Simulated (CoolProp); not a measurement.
Saturation properties of acetone.

Model: reference Helmholtz-energy equation of state, Lemmon 2006, in CoolProp. It is a short technical equation, of lower accuracy than the large ones.

| T (K) | p (kPa) | liquid density (kg/m³) | vapour density (kg/m³) | enthalpy of vaporisation (kJ/kg) | liquid cp (kJ/(kg K)) | surface tension (mN/m) |
|---|---|---|---|---|---|---|
| 372.2 | 363.3 | ? | 7.681 | 450.0 | 2.385 | 13.7 |
| 382.3 | 468.1 | 681.4 | 9.844 | ? | ? | 12.5 |
| 392.4 | ? | 667.1 | 12.48 | 422.1 | 2.479 | 11.4 |
| 402.5 | 745.4 | 652.2 | ? | ? | 2.533 | 10.2 |
| 412.6 | 923.6 | 636.5 | 19.55 | 390.7 | 2.593 | 9.11 |
| 422.8 | 1135 | 619.8 | 24.29 | 373.2 | 2.663 | 7.99 |
| 432.9 | 1377 | 602.2 | 29.98 | 354.4 | 2.744 | 6.90 |
| 443 | 1658 | 583.4 | 36.93 | 334.0 | 2.840 | 5.84 |
| 453.1 | 1979 | 563.0 | 45.50 | 311.5 | 2.962 | 4.80 |
| 463.2 | 2347 | 540.5 | 56.23 | 286.2 | 3.124 | 3.79 |
| 473.4 | 2769 | 514.9 | 70.18 | 257.1 | 3.364 | 2.81 |
| 483.5 | 3244 | 485.2 | ? | 222.9 | 3.767 | 1.89 |

Complete the blanks.


- 372.2, liquid density (kg/m³): 695.1
- 382.3, enthalpy of vaporisation (kJ/kg): 436.4
- 382.3, liquid cp (kJ/(kg K)): 2.430
- 392.4, p (kPa): 594.5
- 402.5, vapour density (kg/m³): 15.68
- 402.5, enthalpy of vaporisation (kJ/kg): 406.9
- 483.5, vapour density (kg/m³): 88.73

It boils at 329.2 K under 1 atm.

Surface tension comes from a separate correlation (Mulero 2012).
